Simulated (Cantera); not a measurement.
Input: 1 mol SiH₂Cl₂, a varied amount of C₂H₄, 76 mol H₂, equilibrated at 950 K and 173 Torr.

Points: n(C2H4) (mol) = 0.018, 0.025, 0.033, 0.044, 0.059, 0.08, 0.11, 0.14.

Cantera's Mixture.equilibrate('TP', solver="vcs", rtol=1e-11, max_steps=5000) on the NASA tables stopped like this:

```
ol): Si(cr) 0.4539  SiC(b) 0.06528
T = 950 K  P = 23000 Pa  n(C2H4) = 0.044 mol  gas = 77.61 mol
   x: H2 9.892e-01  HCL 4.596e-03  SiCL4 2.925e-03  SiHCL3 2.887e-03  SiH2CL2 2.892e-04
   condensed (mol): Si(cr) 0.4319  SiC(b) 0.08728
T = 950 K  P = 23000 Pa  n(C2H4) = 0.059 mol  gas = 77.64 mol
   x: H2 9.892e-01  HCL 4.595e-03  SiCL4 2.924e-03  SiHCL3 2.886e-03  SiH2CL2 2.891e-04
   condensed (mol): Si(cr) 0.4019  SiC(b) 0.1173
T = 950 K  P = 23000 Pa  n(C2H4) = 0.08 mol  gas = 77.68 mol
   x: H2 9.892e-01  HCL 4.595e-03  SiCL4 2.922e-03  SiHCL3 2.885e-03  SiH2CL2 2.890e-04
   condensed (mol): Si(cr) 0.36  SiC(b) 0.1593
ERROR: FAILURE its = 5001!

*******************************************************************************
CanteraError thrown by MultiPhase::equilibrate:
VCS solver failed. Return code: -1
*******************************************************************************
```

**Question.** What got this run through?

**Answer.** This is not unique; one that fits is The failure is numerical, not chemical. The same input converged with solver="gibbs", rtol=1e-10, max_steps=50000, and the result passed a check of the equilibrium conditions:
```
T = 950 K  P = 23000 Pa  n(C2H4) = 0.018 mol  gas = 77.56 mol
   x: H2 9.892e-01  HCL 4.597e-03  SiCL4 2.928e-03  SiHCL3 2.889e-03  SiH2CL2 2.893e-04
   condensed (mol): Si(cr) 0.4839  SiC(b) 0.03528
T = 950 K  P = 23000 Pa  n(C2H4) = 0.025 mol  gas = 77.57 mol
   x: H2 9.892e-01  HCL 4.597e-03  SiCL4 2.927e-03  SiHCL3 2.889e-03  SiH2CL2 2.893e-04
   condensed (mol): Si(cr) 0.4699  SiC(b) 0.04928
T = 950 K  P = 23000 Pa  n(C2H4) = 0.033 mol  gas = 77.59 mol
   x: H2 9.892e-01  HCL 4.596e-03  SiCL4 2.926e-03  SiHCL3 2.888e-03  SiH2CL2 2.893e-04
   condensed (mol): Si(cr) 0.4539  SiC(b) 0.06528
T = 950 K  P = 23000 Pa  n(C2H4) = 0.044 mol  gas = 77.61 mol
   x: H2 9.892e-01  HCL 4.596e-03  SiCL4 2.925e-03  SiHCL3 2.887e-03  SiH2CL2 2.892e-04
   condensed (mol): Si(cr) 0.4319  SiC(b) 0.08728
T = 950 K  P = 23000 Pa  n(C2H4) = 0.059 mol  gas = 77.64 mol
   x: H2 9.892e-01  HCL 4.595e-03  SiCL4 2.924e-03  SiHCL3 2.886e-03  SiH2CL2 2.891e-04
   condensed (mol): Si(cr) 0.4019  SiC(b) 0.1173
T = 950 K  P = 23000 Pa  n(C2H4) = 0.08 mol  gas = 77.68 mol
   x: H2 9.892e-01  HCL 4.595e-03  SiCL4 2.922e-03  SiHCL3 2.885e-03  SiH2CL2 2.890e-04
   condensed (mol): Si(cr) 0.36  SiC(b) 0.1593
T = 950 K  P = 23000 Pa  n(C2H4) = 0.11 mol  gas = 77.74 mol
   x: H2 9.892e-01  HCL 4.594e-03  SiCL4 2.919e-03  SiHCL3 2.882e-03  SiH2CL2 2.889e-04
   condensed (mol): Si(cr) 0.3  SiC(b) 0.2193
T = 950 K  P = 23000 Pa  n(C2H4) = 0.14 mol  gas = 77.8 mol
   x: H2 9.892e-01  HCL 4.592e-03  SiCL4 2.916e-03  SiHCL3 2.880e-03  SiH2CL2 2.887e-04
   condensed (mol): Si(cr) 0.2401  SiC(b) 0.2793
```

The gas is ideal and each condensed phase is pure. The tables' values for SiCl3 are old estimates; treat these amounts as uncertain.
